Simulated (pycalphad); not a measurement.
Computed with pycalphad from the COST 507 light-alloy database (1999), at 1 atm. The data set is of 1999 and partly superseded. Kinetics are ignored, which matters at the lower temperatures.

## Fe-4.777Si (wt.%): equilibrium cooling sequence

```csv
T (K),phases above,phases below
1729.9,liquid,bcc + liquid
1705.3,bcc + liquid,bcc
685 ± 5,bcc,ordered bcc (B2)
```

Changes were sought between steps of 40 K, so a narrower field can be missed.
